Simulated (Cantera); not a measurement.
**Thermodynamics of silicon epitaxy and polysilicon growth, feed Si₂Cl₆ + H₂**

A closed system holds: 1 mol Si₂Cl₆, 19 mol H₂, held at 10.0 mbar.

Equilibrium computed with Cantera from the NASA thermochemical tables; the gas is ideal and each condensed phase is pure. Candidate condensed phases: Si; 19 gas species. The feed counts by its element totals alone. The tables' values for SiCl₃ are old estimates; treat these amounts as uncertain. The numbers say what is thermodynamically allowed, not how fast it happens.

```csv
T (K),x H₂,x HCl,x SiCl₂,x SiCl₄,x SiHCl₃,n Si(s)
923,0.912,0.0158,0.000392,0.0591,0.0122,0.508
973,0.905,0.0249,0.00110,0.0563,0.0115,0.548
1023,0.895,0.0372,0.00274,0.0519,0.0106,0.593
1073,0.882,0.0525,0.00609,0.0456,0.00939,0.637
1123,0.866,0.0703,0.0120,0.0374,0.00789,0.667
1173,0.849,0.0888,0.0211,0.0276,0.00614,0.671
1223,0.831,0.105,0.0325,0.0177,0.00431,0.646
1273,0.818,0.118,0.0440,0.00973,0.00270,0.603
1323,0.808,0.125,0.0531,0.00470,0.00154,0.558
1373,0.804,0.129,0.0594,0.00211,0.000833,0.521
1423,0.801,0.130,0.0635,0.000935,0.000448,0.492
```
x: gas mole fraction; n: condensed amount in mol.

From 923 K to 1423 K the condensed part is Si(s). The main Si-bearing gas is SiCl₄ at 923 K and SiCl₂ at 1423 K. The share of Si in condensed phases is highest at 1173 K (33.6 %) and lowest at 1423 K (24.6 %).
